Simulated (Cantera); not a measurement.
A Cantera script and its output.

```python
import numpy as np
import cantera as ct

gas = ct.Solution("gri30.yaml", transport_model="mixture-averaged")
show = ['CH3', 'CH4', 'H']

rows = []
print(f"{'T/K':>7s}{'rho':>11s}{'cp':>10s}{'mu':>11s}{'lambda':>11s}{'Pr':>7s}" + "".join(f"{'D_' + s:>11s}" for s in show))
for T in [400, 550, 700, 850, 1000, 1150]:
    gas.TPX = T, 1333, {'N2': 0.62, 'CH3OH': 0.49, 'C2H2': 0.37}
    Pr = gas.cp_mass * gas.viscosity / gas.thermal_conductivity
    D = [gas.mix_diff_coeffs_mole[gas.species_index(s)] for s in show]
    rows.append([gas.density, gas.cp_mass, gas.viscosity, gas.thermal_conductivity, Pr, *D])
    print(f"{T:7g}{gas.density:11.4e}{gas.cp_mass:10.1f}{gas.viscosity:11.4e}"
          f"{gas.thermal_conductivity:11.4e}{Pr:7.3f}" + "".join(f"{d:11.4e}" for d in D))
print("SI units: kg/m3, J/kg/K, Pa s, W/m/K, m2/s")
```

Result:

```
    T/K        rho        cp         mu     lambda     Pr      D_CH3      D_CH4        D_H
    400 1.1565e-02    1451.0 1.6334e-05 3.1859e-02  0.744 2.4373e-03 2.4281e-03 1.3141e-02
    550 8.4107e-03    1651.8 2.1375e-05 4.6391e-02  0.761 4.3189e-03 4.3006e-03 2.3286e-02
    700 6.6084e-03    1824.1 2.5932e-05 6.0993e-02  0.776 6.5916e-03 6.5616e-03 3.5540e-02
    850 5.4422e-03    1965.5 3.0105e-05 7.5330e-02  0.785 9.2168e-03 9.1732e-03 4.9694e-02
   1000 4.6259e-03    2092.8 3.3974e-05 8.9287e-02  0.796 1.2167e-02 1.2108e-02 6.5602e-02
   1150 4.0225e-03    2194.4 3.7597e-05 1.0281e-01  0.802 1.5423e-02 1.5347e-02 8.3154e-02
SI units: kg/m3, J/kg/K, Pa s, W/m/K, m2/s
```

Model: GRI-Mech 3.0 (53 species, 325 reactions), integrated in Cantera. Polar gases are described roughly by these parameters. The composition is frozen, though it would react at the higher temperatures.
